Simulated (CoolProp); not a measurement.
The fluid at 298.15 K and 0.039 MPa flows at 5 m/s in a round tube of 1 mm bore and 1.5 µm roughness, fully developed (64/Re and Nu = 3.66 if laminar; Colebrook and Gnielinski if turbulent). The same conditions are run with several fluids, on thermodynamics alone (safety and materials aside).

Values from CoolProp's reference Helmholtz-energy equation of state of each fluid (R245fa: Akasaka 2015; isobutane: Bücker 2006; R13: Platzer 1990; propane: Lemmon 2009; CF4 (R14): Platzer 1990). The equations of Platzer and Polt are older, rougher fits.

Question: Rank R245fa, isobutane, R13, propane, CF4 (R14) by Reynolds number, highest first.

Answer: R245fa (905), isobutane (615), R13 (575), propane (428), CF4 (R14) (403)

```csv
fluid,Darcy friction factor,pressure drop (Pa/m),heat-transfer coefficient (W/(m² K)),mass flow (kg/h)
R245fa,0.0707,1890,57.4,0.0302
isobutane,0.104,1200,61.9,0.0131
R13,0.111,2300,45.1,0.0233
propane,0.149,1300,67.0,0.00987
CF4 (R14),0.159,2750,58.5,0.0196
```

Transport values come from each fluid's own correlations; those of R245fa, R13, CF4 (R14) are estimates that may be off by 10 % or more.
